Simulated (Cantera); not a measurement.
Feed: 1 mol PbO, 0.071 mol H2, equilibrated at 773.15 K and 94.0 mbar.

Cantera equilibrium calculation (NASA polynomials, part measured and part estimated; ideal gas, pure solids and liquids). Candidate condensed phases: H2O, Pb, PbO, PbO2, Pb3O4; 12 gas species. The numbers say what is thermodynamically allowed, not how fast it happens.

Base state: H2O 1.000, H2 5.50e-5 (mole fractions); condensed: Pb(l) + PbO(yellow).

What changes in the equilibrium state with this change: 0.003 mol NH3 added?


```
species            before    after
----------------  -------  -------
H2O                 1.000    0.980
N2                      0   0.0195
H2                5.50e-5  5.39e-5
Pb(l), mol         0.0710   0.0755
PbO(yellow), mol    0.929    0.925
```
